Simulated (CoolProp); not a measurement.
The fluid at 367.21 K and 0.235 MPa expands adiabatically to 0.0159 MPa with isentropic efficiency 0.9. The same conditions are run with several fluids, on thermodynamics alone (safety and materials aside).

Computed with CoolProp (reference Helmholtz-energy equation of state of each fluid (hydrogen chloride: Thol 2018; R507A: Lemmon 2003; R236EA: Rui 2013; vinyl chloride: Thol 2022)). Blends and air are pseudo-pure fits.

```csv
fluid,work (kJ/kg),final temperature (K),final density (kg/m³)
hydrogen chloride,141,189.6,(withheld)
R507A,(withheld),(withheld),(withheld)
R236EA,44.1,(withheld),(withheld)
vinyl chloride,(withheld),(withheld),0.471
```

Fill in the missing entries.


- hydrogen chloride, final density (kg/m³): 0.369
- R507A, work (kJ/kg): 65.7
- R507A, final temperature (K): 293.4
- R507A, final density (kg/m³): 0.646
- R236EA, final temperature (K): 316.2
- R236EA, final density (kg/m³): 0.923
- vinyl chloride, work (kJ/kg): 96.3
- vinyl chloride, final temperature (K): 254.7
